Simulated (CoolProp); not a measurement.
A closed Brayton cycle with carbon dioxide: compressor inlet 324.15 K and 9.9 MPa, high pressure 20.8 MPa, turbine inlet 650 K, compressor efficiency 0.8, turbine efficiency 0.9, recuperator effectiveness 0 (on enthalpy, no pinch check). Each further row changes one setting.

The numbers come from the reference Helmholtz-energy equation of state, Span 1996 in CoolProp.

| case | thermal efficiency (%) | net work (kJ/kg) | compressor to turbine work | compressor exit (K) | turbine exit (K) |
|---|---|---|---|---|---|
| as stated | 11.1 | 44.1 | 0.41 | 373.9 | 571.0 |
| turbine inlet 600 K | 10.9 | … | 0.46 | 373.9 | 523.9 |
| compressor inlet 334.15 K | 10.4 | 36.8 | 0.51 | 394.6 | 571.0 |
| high pressure 17.7 MPa | … | 36.7 | … | 362.9 | 588.0 |
| recuperator effectiveness 0.5 | … | 44.1 | 0.41 | 373.9 | 571.0 |

**Question.** Some entries are withheld; supply them.

**Answer.** 
- turbine inlet 600 K, net work (kJ/kg): 36.6
- high pressure 17.7 MPa, thermal efficiency (%): 9.0
- high pressure 17.7 MPa, compressor to turbine work: 0.39
- recuperator effectiveness 0.5, thermal efficiency (%): 15.9
